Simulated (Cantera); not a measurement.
Input: 1 mol HMDSO, 6.2 mol O2, equilibrated at 523.15 K and 10.0 mbar.

Cantera equilibrium calculation (NASA polynomials, part measured and part estimated; ideal gas, pure solids and liquids). Candidate condensed phases: C, C6H6, C7H8, C8H18, H2O, Si, SiC, SiO2; 123 gas species. The feed counts by its element totals alone. Kinetics and transport are ignored.

Base state: H2O 0.551, CO2 0.207, CH4 0.131, H2 0.111, CO 0.000465 (mole fractions); condensed: C(graphite) + SiO2(α-quartz).

Task: What changes in the equilibrium state with this change: HMDSO replaced by Si2H6?

Result: 
```json
[
 {"species": "H2O", "before": "0.551", "after": "0.526"},
 {"species": "O2", "before": "<1e-9", "after": "0.474"},
 {"species": "CO2", "before": "0.207", "after": "0"},
 {"species": "CH4", "before": "0.131", "after": "0"},
 {"species": "H2", "before": "0.111", "after": "<1e-9"},
 {"species": "CO", "before": "0.000465", "after": "0"},
 {"species": "C(graphite), mol", "before": "2.71", "after": "0"},
 {"species": "SiO2(α-quartz), mol", "before": "2.00", "after": "2.00"}
]
```

Task: What changes in the equilibrium state with this change: O2 from 6.2 to 4.4 mol?

Result: 
```csv
species,before,after
H2O,0.551,0.518
CH4,0.131,0.230
H2,0.111,0.148
CO2,0.207,0.104
CO,0.000465,0.000329
"C(graphite), mol",2.71,3.33
"SiO2(α-quartz), mol",2.00,2.00
```
